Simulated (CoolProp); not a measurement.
Decamethylcyclopentasiloxane (D5) along the isotherm 471.3 K: Z from the reference equation and from simpler models built on Tc = 618.3 K, pc = 1.078 MPa, ω = 0.631; each cubic takes its own stable root.

Model: reference Helmholtz-energy equation of state, Thol 2019, in CoolProp.

| p (MPa) | phase | reference | Redlich-Kwong | Soave-Redlich-Kwong | Peng-Robinson |
|---|---|---|---|---|---|
| 0.269 | liquid | 0.03345 | 0.04248 | 0.03828 | 0.03385 |
| 0.539 | liquid | 0.06689 | 0.08431 | 0.07639 | 0.06757 |
| 0.808 | liquid | 0.1001 | 0.1253 | 0.1140 | 0.1009 |
| 1.08 | liquid | 0.1335 | 0.1661 | 0.1518 | 0.1345 |
| 1.35 | liquid | 0.1666 | 0.2061 | 0.1891 | 0.1675 |
| 1.62 | liquid | 0.1996 | 0.2455 | 0.2261 | 0.2004 |
| 1.89 | liquid | 0.2324 | 0.2846 | 0.2629 | 0.2331 |
| 2.16 | liquid | 0.2651 | 0.3232 | 0.2994 | 0.2656 |
| 2.42 | liquid | 0.2966 | 0.3600 | 0.3344 | 0.2968 |
| 2.69 | liquid | 0.3291 | 0.3979 | 0.3706 | 0.3290 |
